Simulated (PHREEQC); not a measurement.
A PHREEQC speciation (ion-association model, wateq4f.dat) at 85 °C gives pH 2.85 and these molalities:

```json
[
 {"species": "SO4-2", "mol/kgw": "0.00493"},
 {"species": "Zn+2", "mol/kgw": "0.00446"},
 {"species": "ZnSO4", "mol/kgw": "0.00217"},
 {"species": "HSO4-", "mol/kgw": "0.00199"},
 {"species": "H+", "mol/kgw": "0.00161"},
 {"species": "Ni+2", "mol/kgw": "0.000712"},
 {"species": "NiSO4", "mol/kgw": "0.000288"},
 {"species": "Zn(SO4)2-2", "mol/kgw": "6.08e-5"}
]
```

Task: What are the element totals, and what could have been dissolved in 1 kg of water to give them?

Result: This is not unique; one that fits is totals Ni 0.00100, S(6) 0.00950, Zn 0.00670 mol/kgw, from 1.8 mmol/kgw H2SO4, 6.7 mmol/kgw ZnSO4 and 1 mmol/kgw NiSO4.

No solid was allowed to form. Away from 25 °C the constants follow the database's enthalpies or fits; those with neither stay at their 25 °C values.
